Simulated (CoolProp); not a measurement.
Vapour-liquid equilibrium of propane (1) + toluene (2) at 304.4 K; x and y are mole fractions of (1).

Model: multi-fluid Helmholtz-energy mixture model, Lemmon 2009 and Lemmon 2006; pair parameters Bell 2016, in CoolProp.

```json
[
 {"x": "0.05", "bubble pressure (MPa)": "0.09826", "y at the bubble point": "0.947", "dew pressure at overall composition x (MPa)": "0.005481", "liquid density (mol/L)": "9.411"},
 {"x": "0.15", "bubble pressure (MPa)": "0.2694", "y at the bubble point": "0.981", "dew pressure at overall composition x (MPa)": "0.006127", "liquid density (mol/L)": "9.646"},
 {"x": "0.25", "bubble pressure (MPa)": "0.4162", "y at the bubble point": "0.988", "dew pressure at overall composition x (MPa)": "0.006944", "liquid density (mol/L)": "9.882"},
 {"x": "0.35", "bubble pressure (MPa)": "0.5378", "y at the bubble point": "0.991", "dew pressure at overall composition x (MPa)": "0.008013", "liquid density (mol/L)": "10.12"},
 {"x": "0.45", "bubble pressure (MPa)": "0.6370", "y at the bubble point": "0.993", "dew pressure at overall composition x (MPa)": "0.009470", "liquid density (mol/L)": "10.34"},
 {"x": "0.55", "bubble pressure (MPa)": "0.7196", "y at the bubble point": "0.994", "dew pressure at overall composition x (MPa)": "0.01157", "liquid density (mol/L)": "10.56"},
 {"x": "0.65", "bubble pressure (MPa)": "0.7928", "y at the bubble point": "0.995", "dew pressure at overall composition x (MPa)": "0.01488", "liquid density (mol/L)": "10.75"},
 {"x": "0.75", "bubble pressure (MPa)": "0.8651", "y at the bubble point": "0.996", "dew pressure at overall composition x (MPa)": "0.02082", "liquid density (mol/L)": "10.91"},
 {"x": "0.85", "bubble pressure (MPa)": "0.9459", "y at the bubble point": "0.997", "dew pressure at overall composition x (MPa)": "0.03468", "liquid density (mol/L)": "11.01"},
 {"x": "0.95", "bubble pressure (MPa)": "1.048", "y at the bubble point": "0.999", "dew pressure at overall composition x (MPa)": "0.1037", "liquid density (mol/L)": "11.00"}
]
```

No azeotrope shows between x = 0.05 and 0.95.

Pair parameters are fitted to limited data, so mixtures are less certain than the pure fluids. The gap from Raoult's law changes sign with composition, which may be real or a fault of the pair parameters; it wasn't checked against measurements. With so large a gap from Raoult's law the liquid may split in two, which this calculation doesn't test in full.
